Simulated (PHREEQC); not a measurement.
Alkaline etch or developer: speciation

Consider water at 25 °C with 0.0074 mol KOH, 0.11 mol NaAlO2 and 0.00014 mol K2CO3 per kg of water. Closed to the air; pH follows from the charge balance.

Equilibrium calculation in PHREEQC: ion-association model, wateq4f.dat.

Each row changes one thing in this solution. Precipitation was switched off in this run.

```tsv
case	pH	ionic strength (mol/kgw)	Al(OH)3 (mol/kgw)	SI of Al(OH)3(a) (Al(OH)3)	SI of Boehmite (AlOOH)
as made	11.74	0.118	7.85e-8	-0.95	+1.26
KOH left out	9.77	0.110	7.44e-6	+1.02	+3.24
K2CO3 left out	11.74	0.117	7.85e-8	-0.95	+1.26
KOH from 0.0074 to 0.037 mol/kgw	12.43	0.147	1.57e-8	-1.65	+0.57
diluted 100-fold with water	9.86	0.00118	7.78e-8	-0.97	+1.25
```

Some of these states are supersaturated (in Boehmite (slow to form), Gibbsite (slow to form), Al(OH)3(a), for instance).
